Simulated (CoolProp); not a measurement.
Saturated liquid density (kg/m³) of n-pentane: the reference equation beside estimates from Tc = 469.7 K, pc = 3.368 MPa, ω = 0.251.

Model: reference Helmholtz-energy equation of state, Thol 2019, in CoolProp.

```json
[
 {"T (K)": "264.5", "reference": "653.7", "van der Waals": "392.9", "Redlich-Kwong": "580.6"},
 {"T (K)": "278.1", "reference": "640.8", "van der Waals": "385.6", "Redlich-Kwong": "…"},
 {"T (K)": "291.7", "reference": "627.6", "van der Waals": "377.9", "Redlich-Kwong": "554.9"},
 {"T (K)": "305.3", "reference": "614.0", "van der Waals": "…", "Redlich-Kwong": "540.9"},
 {"T (K)": "319", "reference": "599.8", "van der Waals": "361.4", "Redlich-Kwong": "526.0"},
 {"T (K)": "332.6", "reference": "585.2", "van der Waals": "352.6", "Redlich-Kwong": "510.3"},
 {"T (K)": "346.2", "reference": "569.9", "van der Waals": "343.2", "Redlich-Kwong": "493.6"},
 {"T (K)": "359.8", "reference": "553.8", "van der Waals": "…", "Redlich-Kwong": "475.8"},
 {"T (K)": "373.4", "reference": "536.8", "van der Waals": "322.6", "Redlich-Kwong": "456.6"},
 {"T (K)": "387.1", "reference": "518.3", "van der Waals": "311.0", "Redlich-Kwong": "435.7"},
 {"T (K)": "400.7", "reference": "498.3", "van der Waals": "298.4", "Redlich-Kwong": "413.0"},
 {"T (K)": "414.3", "reference": "476.1", "van der Waals": "…", "Redlich-Kwong": "388.0"}
]
```

Q: Some entries are withheld; supply them.

A: 
- 278.1, Redlich-Kwong: 568.1
- 305.3, van der Waals: 369.9
- 359.8, van der Waals: 333.2
- 414.3, van der Waals: 284.5

Absolute difference from the reference over all 12 rows, mean and median: van der Waals 39.9 and 39.8 %, Redlich-Kwong 13.8 and 13.1 %.
